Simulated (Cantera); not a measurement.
# Thermodynamics of nitride etching, feed AlN + HCl

Feed: 1 mol AlN, a varied amount of HCl, equilibrated at 1123.15 K and 930 Pa.

These are equilibrium values from Cantera (NASA tables, ideal gas, pure condensed phases), not measurements of a reactor. Candidate condensed phases: Al, AlCl3, AlN, NH4Cl; 20 gas species. The tables' values for AlCl2 are old estimates; treat these amounts as uncertain. Equilibrium is a limit: real reactors are often held back by kinetics, nucleation or transport.

```
n(HCl) (mol)  log p HCl  log p H2  log p AlCl3  log p N2  log p AlCl2  log p Al2Cl6
------------  ---------  --------  -----------  --------  -----------  ------------
4.6               -2.49     -2.52        -2.69     -3.00        -6.52         -7.04
5.9               -2.34     -2.63        -2.80     -3.10        -6.83         -7.26
7.4               -2.26     -2.72        -2.90     -3.20        -7.06         -7.46
9.3               -2.20     -2.82        -3.00     -3.30        -7.26         -7.66
12                -2.16     -2.93        -3.11     -3.41        -7.47         -7.88
15                -2.13     -3.03        -3.21     -3.51        -7.65         -8.07
19                -2.11     -3.13        -3.31     -3.61        -7.82         -8.28
23                -2.09     -3.22        -3.39     -3.69        -7.96         -8.44
30                -2.08     -3.33        -3.51     -3.81        -8.15         -8.67
37                -2.07     -3.42        -3.60     -3.90        -8.30         -8.86
```
log p: log10 of the partial pressure in bar; nothing condenses.

From 4.6 mol HCl to 37 mol HCl nothing is condensed. The main Al-bearing gas is AlCl3 throughout.
